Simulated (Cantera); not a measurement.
Cantera with NASA thermochemical tables; ideal gases at 1 bar, condensed phases pure. Values are per mole of reaction as written; species without (g) are pure solids or liquids, kept so even where they would boil at 1 bar.

C + S2(g) ⇌ CS2(g), with ΔH° = -11.4 kJ and ΔS° = 4.0 J/K at 300 K.

Q: How far is the shortcut ΔG° ≈ ΔH°(300 K) − T·ΔS°(300 K) from the full temperature-dependent value at 373, 398, 423, 448, 473, 498, 523 K?

A: 
```tsv
T (K)	shortcut (kJ)	full (kJ)	difference (kJ)	difference in log10 K
373	-12.9	-13.0	0.0	-0.01
398	-13.0	-13.1	0.1	-0.01
423	-13.1	-13.2	0.1	-0.01
448	-13.2	-13.4	0.1	-0.02
473	-13.3	-13.5	0.2	-0.02
498	-13.4	-13.7	0.2	-0.02
523	-13.5	-13.8	0.3	-0.03
```
The shortcut ignores the heat-capacity change of the reaction.
